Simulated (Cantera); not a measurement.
Input: 1 mol Na2CO3, 7.4 mol O2, 0.052 mol CO2, held at 750 Torr.

These are equilibrium values from Cantera (NASA tables, ideal gas, pure condensed phases), not measurements of a reactor. Candidate condensed phases: C, Na, NaO2, Na2CO3, Na2O, Na2O2; 16 gas species. Kinetics and transport are ignored.

Question: Which condensed phases are stable at each of these points (T (K)): 973, 1048, 1123, 1198, 1273, 1348, 1423, 1498, 1573, 1648, 1723, 1798, 1873?

Answer: 
```json
[
 {"T (K)": "973", "condensed phases": "Na2CO3(s)", "Na condensed (%)": "100.0"},
 {"T (K)": "1048", "condensed phases": "Na2CO3(s)", "Na condensed (%)": "100.0"},
 {"T (K)": "1123", "condensed phases": "Na2CO3(s)", "Na condensed (%)": "100.0"},
 {"T (K)": "1198", "condensed phases": "Na2CO3(l)", "Na condensed (%)": "100.0"},
 {"T (K)": "1273", "condensed phases": "Na2CO3(l)", "Na condensed (%)": "100.0"},
 {"T (K)": "1348", "condensed phases": "Na2CO3(l)", "Na condensed (%)": "100.0"},
 {"T (K)": "1423", "condensed phases": "Na2CO3(l)", "Na condensed (%)": "100.0"},
 {"T (K)": "1498", "condensed phases": "Na2CO3(l)", "Na condensed (%)": "99.9"},
 {"T (K)": "1573", "condensed phases": "Na2CO3(l)", "Na condensed (%)": "99.7"},
 {"T (K)": "1648", "condensed phases": "Na2CO3(l)", "Na condensed (%)": "99.0"},
 {"T (K)": "1723", "condensed phases": "Na2CO3(l)", "Na condensed (%)": "96.6"},
 {"T (K)": "1798", "condensed phases": "Na2CO3(l)", "Na condensed (%)": "90.9"},
 {"T (K)": "1873", "condensed phases": "Na2CO3(l)", "Na condensed (%)": "78.2"}
]
```

From 973 K to 1123 K the condensed part is Na2CO3(s). From 1198 K to 1873 K the condensed part is Na2CO3(l).
